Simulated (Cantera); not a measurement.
# Adiabatic ignition

An adiabatic, constant-pressure homogeneous reactor starts with 21.0 % CO, 2.94 % H2, 2.52 % CH4, 15.4 % O2, 58.1 % N2, equivalence ratio 1.1, at 1075 K and 10.0 bar.

Cantera simulation using GRI-Mech 3.0 (53 species, 325 reactions); the numbers are that mechanism's predictions, not measurements.

| t (s) | T (K) | x CO | x H2 | x CH4 | x HCN | x HO2 | x NO | x CO2 |
|---|---|---|---|---|---|---|---|---|
| 1.00e-6 | 1075 | 0.210 | 0.0294 | 0.0252 | <1e-12 | 1.45e-9 | <1e-12 | 2.29e-9 |
| 2.51e-6 | 1075 | 0.210 | 0.0294 | 0.0252 | <1e-12 | 5.09e-9 | <1e-12 | 6.67e-9 |
| 6.31e-6 | 1075 | 0.210 | 0.0294 | 0.0252 | <1e-12 | 1.54e-8 | <1e-12 | 2.01e-8 |
| 1.58e-5 | 1075 | 0.210 | 0.0294 | 0.0252 | <1e-12 | 4.69e-8 | <1e-12 | 7.09e-8 |
| 3.98e-5 | 1075 | 0.210 | 0.0294 | 0.0252 | <1e-12 | 1.57e-7 | <1e-12 | 3.38e-7 |
| 0.000100 | 1075 | 0.210 | 0.0294 | 0.0252 | <1e-12 | 6.99e-7 | <1e-12 | 2.51e-6 |
| 0.000251 | 1076 | 0.210 | 0.0293 | 0.0252 | <1e-12 | 8.01e-6 | <1e-12 | 4.58e-5 |
| 0.000631 | 1115 | 0.208 | 0.0282 | 0.0240 | <1e-12 | 9.82e-5 | 4.31e-12 | 0.00253 |
| 0.00158 | 2785 | 0.0704 | 0.00426 | <1e-12 | 3.82e-9 | 5.77e-6 | 0.00728 | 0.185 |
| 0.00398 | 2783 | 0.0706 | 0.00428 | <1e-12 | 4.16e-9 | 5.64e-6 | 0.00826 | 0.185 |
| 0.0100 | 2783 | 0.0706 | 0.00428 | <1e-12 | 4.16e-9 | 5.64e-6 | 0.00826 | 0.185 |
| 0.0251 | 2783 | 0.0706 | 0.00428 | <1e-12 | 4.16e-9 | 5.64e-6 | 0.00826 | 0.185 |
| 0.0631 | 2783 | 0.0706 | 0.00428 | <1e-12 | 4.16e-9 | 5.64e-6 | 0.00826 | 0.185 |
| 0.158 | 2783 | 0.0706 | 0.00428 | <1e-12 | 4.16e-9 | 5.64e-6 | 0.00826 | 0.185 |
| 0.398 | 2783 | 0.0706 | 0.00428 | <1e-12 | 4.16e-9 | 5.64e-6 | 0.00826 | 0.185 |
| 1.00 | 2783 | 0.0706 | 0.00428 | <1e-12 | 4.16e-9 | 5.64e-6 | 0.00826 | 0.185 |
x: mole fraction; the columns are a selection and need not sum to one.

```yaml
time_of_steepest_temperature_rise: 0.821 ms
temperature at 1.00 s: 2783 K
equilibrium_temperature: 2783 K
x(CO) at 1.00 s: 0.0706 (gas-phase equilibrium 0.0706)
x(H2) at 1.00 s: 0.00428 (gas-phase equilibrium 0.00428)
x(CH4) at 1.00 s: <1e-12 (gas-phase equilibrium <1e-12)
```
